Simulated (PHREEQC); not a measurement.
1.2 g of hydrous ferric oxide (600 m²/g; 0.2 weak and 0.005 strong sites per Fe, Dzombak-Morel constants, diffuse double layer) in 1 kg of water with 0.3 mol/kgw of an inert sodium salt and 0.0016 mol/kgw NaH2PO4 and 0.00036 mol/kgw Na2HAsO4, at 25 °C; the pH is set by adding NaOH or the inert anion's acid. O2 is buffered at 0.21 atm. The system is closed to CO2. Nothing may precipitate in this run.

Base run: PHREEQC, ion-association model, wateq4f.dat. Each further column changes one thing. The table gives P sorbed (%).

| pH | base | no electrostatic term (-no_edl) | background salt from 0.3 to 0.03 mol/kgw | oxide from 1.2 to 6 g/kgw | 0.012 mol/kgw NaF added |
|---|---|---|---|---|---|
| 3 | 99.4 | 94.0 | 99.9 | 100.0 | 98.2 |
| 3.38 | 99.4 | (withheld) | 99.9 | 100.0 | 98.0 |
| 4.12 | 99.3 | (withheld) | 99.8 | 100.0 | 97.6 |
| 4.5 | 99.0 | 94.6 | 99.6 | 100.0 | 97.4 |
| 4.88 | 98.6 | 94.7 | 99.3 | 100.0 | 97.0 |
| 5.62 | 96.9 | 95.8 | 97.5 | 100.0 | 95.5 |
| 6 | 95.1 | 96.7 | 95.5 | 100.0 | 93.9 |
| 6.38 | 92.3 | 97.5 | 92.3 | 100.0 | 91.3 |
| 7.12 | 82.9 | 98.3 | 81.7 | 100.0 | 82.0 |
| 7.5 | 75.7 | 98.2 | 74.2 | 99.9 | 74.9 |
| 7.88 | 66.5 | (withheld) | 65.2 | 99.7 | 65.6 |
| 8.62 | 40.6 | 96.8 | 40.8 | 96.4 | 40.0 |
| 9 | 27.0 | 95.3 | 26.4 | 89.7 | 26.6 |

Problem. Some entries are withheld; supply them.

Solution. 
- 3.38, no electrostatic term (-no_edl): 94.2
- 4.12, no electrostatic term (-no_edl): 94.4
- 7.88, no electrostatic term (-no_edl): 97.9

H3PO4, which wateq4f.dat lacks, is added to it with the constant of phreeqc.dat. The oxide is taken as insoluble; below pH 4 it would dissolve.
